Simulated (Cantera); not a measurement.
What does this Cantera script print?

```python
import numpy as np
import cantera as ct

gas_names = """
    AL ALH ALI ALI3 ALN ALO ALOH ALO2 ALO2H AL2 AL2I6 AL2O AL2O2 H HALO HI HNO HNO2 HNO3 HO2 H2 H2O H2O2
    I I2 N NH NH2 NH3 NH2OH NO NO2 NO3 N2 N2H2 N2H4 N2O O OH O2 O3
""".split()
cond_names = """
    AL(cr) AL(L) ALI3(s) ALI3(L) ALN(s) AL2O3(a) AL2O3(L) H2O(s) H2O(L) I2(cr) I2(L)
""".split()


# ... load() reads the species with a 1 bar reference pressure and builds the phases ...
atoms = {
    'Al2O3': {'AL': 2, 'O': 3},
    'HI': {'H': 1, 'I': 1},
    'N2': {'N': 2},
}
top_T = {'ALN(s)': 2750}  # K; cautious upper limits of use, not melting points


# ... equilibrate(T, P, feed) seeds the gas with the atoms and calls Mixture.equilibrate('TP', solver="vcs", rtol=1e-11, max_steps=5000) ...
results = []
feed = {'Al2O3': 1, 'HI': 0.083, 'N2': 4.8}  # mol
P = 690000  # Pa
for T in [1048, 1148, 1248, 1348, 1448, 1548, 1648, 1748]:
    mix = equilibrate(T, P, feed)
    results.append((T, P, feed, dict(zip(mix.species_names, mix.species_moles))))
    x = sorted(zip(gas.X, gas.species_names), reverse=True)
    print(f"T = {T:g} K  P = {P:g} Pa  gas = {mix.phase_moles(0):.4g} mol")
    print("   x: " + "  ".join(f"{s} {v:.3e}" for v, s in x if v > 1e-05))
    print("   condensed (mol): " + ("  ".join(f"{mix.phase(i).name} {mix.phase_moles(i):.4g}"
          for i in range(1, mix.n_phases) if mix.phase_moles(i) > 1e-12) or "none"))
```

It prints:

```
T = 1048 K  P = 690000 Pa  gas = 4.886 mol
   x: N2 9.823e-01  HI 1.170e-02  H2 2.639e-03  I2 1.930e-03  I 1.419e-03
   condensed (mol): AL2O3(a) 1
T = 1148 K  P = 690000 Pa  gas = 4.89 mol
   x: N2 9.816e-01  HI 1.085e-02  H2 3.057e-03  I 2.829e-03  I2 1.643e-03
   condensed (mol): AL2O3(a) 1
T = 1248 K  P = 690000 Pa  gas = 4.895 mol
   x: N2 9.807e-01  HI 9.722e-03  I 4.724e-03  H2 3.614e-03  I2 1.252e-03
   condensed (mol): AL2O3(a) 1
T = 1348 K  P = 690000 Pa  gas = 4.9 mol
   x: N2 9.796e-01  HI 8.368e-03  I 6.831e-03  H2 4.280e-03  I2 8.654e-04
   condensed (mol): AL2O3(a) 1
T = 1448 K  P = 690000 Pa  gas = 4.905 mol
   x: N2 9.787e-01  I 8.848e-03  HI 6.945e-03  H2 4.982e-03  I2 5.583e-04
   condensed (mol): AL2O3(a) 1
T = 1548 K  P = 690000 Pa  gas = 4.909 mol
   x: N2 9.778e-01  I 1.059e-02  H2 5.640e-03  HI 5.610e-03  I2 3.473e-04
   condensed (mol): AL2O3(a) 1
T = 1648 K  P = 690000 Pa  gas = 4.912 mol
   x: N2 9.771e-01  I 1.199e-02  H2 6.205e-03  HI 4.464e-03  I2 2.137e-04
   condensed (mol): AL2O3(a) 1
T = 1748 K  P = 690000 Pa  gas = 4.915 mol
   x: N2 9.766e-01  I 1.307e-02  H2 6.660e-03  HI 3.535e-03  I2 1.325e-04  H2O 1.165e-05
   condensed (mol): AL2O3(a) 1
```

Method: chemical equilibrium by Gibbs-energy minimisation in Cantera with the NASA 1993 tables (ideal gas, pure condensed phases).
